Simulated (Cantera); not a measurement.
Input (Python, Cantera):

```python
import numpy as np
import cantera as ct

gas = ct.Solution("h2o2.yaml")
gas.TPX = 550, 98000, {'H2': 0.78, 'O2': 0.581, 'N2': 2.19}
flame = ct.FreeFlame(gas, width=0.041)
flame.set_refine_criteria(ratio=3, slope=0.08, curve=0.16)
flame.transport_model = "mixture-averaged"
flame.solve(loglevel=0, auto=True)
z, T = flame.grid, flame.T
thick = (T[-1] - T[0]) / np.gradient(T, z).max()
show = ['H2', 'O2', 'H', 'H2O2', 'H2O', 'HO2']
print(f"laminar burning velocity  {flame.velocity[0] * 100:.3f} cm/s")
print(f"burnt temperature         {T[-1]:.1f} K")
print(f"thermal thickness         {thick * 1e3:.4f} mm")
print(f"grid points               {len(z)}")
z0 = z[flame.heat_release_rate.argmax()]
print(f"{'z/mm':>9s}{'T/K':>9s}{'u/(m/s)':>9s}" + "".join(f"{s:>11s}" for s in show))
rows = []
for k in (-3, -2, -1.5, -1, -0.5, -0.25, 0, 0.25, 0.5, 1, 2, 4, 8):
    zz = z0 + k * thick
    rows.append([k * thick, np.interp(zz, z, T), np.interp(zz, z, flame.velocity),
                 *(np.interp(zz, z, flame.X[gas.species_index(s)]) for s in show)])
    print(f"{rows[-1][0] * 1e3:9.3f}{rows[-1][1]:9.1f}{rows[-1][2]:9.3f}" + "".join(f"{x:11.3e}" for x in rows[-1][3:]))
```

Output:

```
laminar burning velocity  413.229 cm/s
burnt temperature         2147.2 K
thermal thickness         0.4318 mm
grid points               115
     z/mm      T/K  u/(m/s)         H2         O2          H       H2O2        H2O        HO2
   -1.295    550.0    4.132  2.197e-01  1.636e-01  3.572e-15  1.098e-13  4.962e-11  1.036e-11
   -0.864    550.0    4.132  2.196e-01  1.636e-01  2.715e-13  6.122e-12  2.206e-09  5.620e-10
   -0.648    550.0    4.132  2.196e-01  1.636e-01  1.849e-11  1.878e-10  4.927e-08  1.642e-08
   -0.432    550.1    4.130  2.191e-01  1.637e-01  7.699e-09  1.082e-08  1.913e-06  8.569e-07
   -0.216    577.4    4.284  2.080e-01  1.651e-01  8.347e-05  9.790e-06  1.502e-03  2.579e-04
   -0.108    798.1    5.758  1.698e-01  1.602e-01  3.238e-03  2.477e-05  2.332e-02  2.237e-04
    0.000   1184.2    8.310  9.424e-02  1.284e-01  1.730e-02  8.305e-06  9.467e-02  1.078e-04
    0.108   1469.9   10.217  3.647e-02  8.563e-02  2.602e-02  4.250e-06  1.677e-01  5.912e-05
    0.216   1621.2   11.212  2.044e-02  7.012e-02  2.301e-02  2.321e-06  1.933e-01  4.046e-05
    0.432   1774.3   12.176  1.523e-02  6.450e-02  1.515e-02  1.155e-06  2.065e-01  2.776e-05
    0.864   1911.6   13.008  1.125e-02  6.200e-02  8.057e-03  6.263e-07  2.173e-01  1.785e-05
    1.727   2020.8   13.650  6.928e-03  6.059e-02  3.390e-03  3.803e-07  2.274e-01  1.022e-05
    3.454   2092.1   14.061  3.521e-03  6.021e-02  1.133e-03  2.501e-07  2.348e-01  5.592e-06
```

Detailed kinetics in Cantera: the H2/O2 subset of GRI-Mech 3.0, which has no nitrogen chemistry. Burning velocities carry a grid error of a few per cent, more on coarse grids. Lean hydrogen flames are cellular in practice and burn faster than this planar one.
